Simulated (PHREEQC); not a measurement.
Dissolve 0.0038 mol/kgw H2SO4, 0.037 mol/kgw LiCl and 0.00031 mol/kgw MgSO4 at 25 °C. Closed to the air; pH follows from the charge balance.

All values are PHREEQC results (ion-association model, phreeqc.dat), not measurements.

Precipitation was switched off in this run.

Question: What pH does the model give?

Answer: pH 2.24.

Question: In which forms is S present?

Answer: SO4-2 71 %, HSO4- 22 %, LiSO4- 5.4 %, MgSO4 1.0 % of the S.

Complexes and solids missing from the database can't appear.
